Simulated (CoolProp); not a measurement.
R410A along the isobar 0.661 MPa: Z from the reference equation and from simpler models built on Tc = 71.3 °C, pc = 4.901 MPa, ω = 0.296; each cubic takes its own stable root.

Computed with CoolProp (reference Helmholtz-energy equation of state, Lemmon 2003). It is a pseudo-pure fit of the blend.

```csv
T (°C),phase,reference
20.95,gas,0.9039
36.75,gas,0.9223
52.65,gas,0.9361
68.45,gas,0.9467
84.25,gas,0.9550
100.15,gas,0.9618
115.95,gas,0.9673
131.85,gas,0.9719
147.65,gas,0.9757
163.45,gas,0.9789
179.35,gas,0.9817
195.15,gas,0.9840
211.05,gas,0.9860
226.85,gas,0.9878
```

How far does each simpler model (Soave-Redlich-Kwong, Peng-Robinson) lie from the reference over these 14 states: mean and median of the absolute difference, and the worst?


- Soave-Redlich-Kwong: mean 0.4 %, median 0.3 %, worst +1.5 % at 20.95 °C and 0.661 MPa
- Peng-Robinson: mean 0.2 %, median 0.1 %, worst +0.9 % at 20.95 °C and 0.661 MPa
